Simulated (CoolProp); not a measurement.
Vapour-liquid equilibrium of acetone (1) + dimethyl carbonate (2) at 1.82 MPa; x and y are mole fractions of (1).

Values from CoolProp's multi-fluid Helmholtz-energy mixture model, Lemmon 2006 and Zhou 2011; pair parameters Bell 2016.

| x | bubble temperature (K) | y at the bubble point | dew temperature at overall composition x (K) | liquid density (mol/L) |
|---|---|---|---|---|
| 0.05 | 487.9 | 0.082 | 489.1 | 8.474 |
| 0.15 | 482.6 | 0.227 | 485.4 | 8.632 |
| 0.25 | 477.7 | 0.354 | 481.7 | 8.784 |
| 0.35 | 473.2 | 0.467 | 477.8 | 8.933 |
| 0.45 | 468.9 | 0.569 | 473.8 | 9.080 |
| 0.55 | 464.9 | 0.663 | 469.7 | 9.226 |
| 0.65 | 461.0 | 0.749 | 465.5 | 9.372 |
| 0.75 | 457.3 | 0.828 | 461.0 | 9.517 |
| 0.85 | 453.6 | 0.902 | 456.2 | 9.659 |
| 0.95 | 450.0 | 0.969 | 451.1 | 9.798 |

No azeotrope shows between x = 0.05 and 0.95.

The pair parameters rest on a limited set of measurements; away from them the model extrapolates.
